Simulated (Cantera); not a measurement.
Thermodynamics of carbon deposition, reforming and gasification, feed n-butane + H2

Charge: 1 mol n-butane, 0.95 mol H2, at 2600 K.

Cantera equilibrium calculation (NASA polynomials, part measured and part estimated; ideal gas, pure solids and liquids). Candidate condensed phases: C, C6H6, C7H8, C8H18; 76 gas species. The ideal-gas law is rough above about 30 bar. The numbers say what is thermodynamically allowed, not how fast it happens.

```json
[
 {"P (Pa)": "10", "log p H2": "-5.25", "log p H": "-4.04", "log p C3": "-5.65", "log p C2H2 (acetylene)": "-7.04", "log p CH4": "-14.39", "n C(graphite)": "3.05"},
 {"P (Pa)": "100", "log p H2": "-3.51", "log p H": "-3.17", "log p C3": "-5.65", "log p C2H2 (acetylene)": "-5.30", "log p CH4": "-10.90", "n C(graphite)": "3.82"},
 {"P (Pa)": "1000", "log p H2": "-2.17", "log p H": "-2.50", "log p C3": "-5.65", "log p C2H2 (acetylene)": "-3.96", "log p CH4": "-8.23", "n C(graphite)": "3.83"},
 {"P (Pa)": "10000", "log p H2": "-1.06", "log p H": "-1.95", "log p C3": "-5.65", "log p C2H2 (acetylene)": "-2.85", "log p CH4": "-6.01", "n C(graphite)": "3.82"},
 {"P (Pa)": "100000", "log p H2": "-0.02", "log p H": "-1.43", "log p C3": "-5.65", "log p C2H2 (acetylene)": "-1.81", "log p CH4": "-3.94", "n C(graphite)": "3.81"},
 {"P (Pa)": "1000000", "log p H2": "0.99", "log p H": "-0.92", "log p C3": "-5.65", "log p C2H2 (acetylene)": "-0.80", "log p CH4": "-1.92", "n C(graphite)": "3.80"},
 {"P (Pa)": "10000000", "log p H2": "1.99", "log p H": "-0.42", "log p C3": "-5.65", "log p C2H2 (acetylene)": "0.20", "log p CH4": "0.08", "n C(graphite)": "3.73"}
]
```
log p: log10 of the partial pressure in bar; n: condensed amount in mol.

From 0.0750 Torr to 75000 Torr the condensed part is C(graphite). The main C-bearing gas is C3 at 0.0750 Torr and C2H2 (acetylene) at 75000 Torr. The share of C in condensed phases is highest at 7.50 Torr (95.8 %) and lowest at 0.0750 Torr (76.3 %).
